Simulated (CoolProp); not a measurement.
Properties of CH3F (R41) along the isobar 101 kPa (Tc = 44.1 °C, pc = 5906 kPa, ω = 0.200).

Computed with CoolProp (reference Helmholtz-energy equation of state, Lemmon 2006). It is a short technical equation, of lower accuracy than the large ones.

```
T (°C)  phase  density (kg/m³)  cp (kJ/(kg K))  Joule-Thomson coefficient (K/MPa)  fugacity coefficient
------  -----  ---------------  --------------  ---------------------------------  --------------------
14.95     gas            1.449           1.105                              19.97                0.9907
27.35     gas            1.387           1.121                              17.62                0.9919
39.85     gas            1.330           1.139                              15.65                0.9930
52.25     gas            1.278           1.159                              14.01                0.9938
64.75     gas            1.230           1.181                              12.60                0.9945
77.15     gas            1.186           1.204                              11.39                0.9951
89.65     gas            1.144           1.228                              10.34                0.9957
102.05    gas            1.106           1.252                              9.430                0.9961
114.55    gas            1.070           1.277                              8.623                0.9965
126.95    gas            1.037           1.303                              7.917                0.9969
139.45    gas            1.005           1.329                              7.284                0.9972
151.85    gas           0.9752           1.355                              6.725                0.9975
```
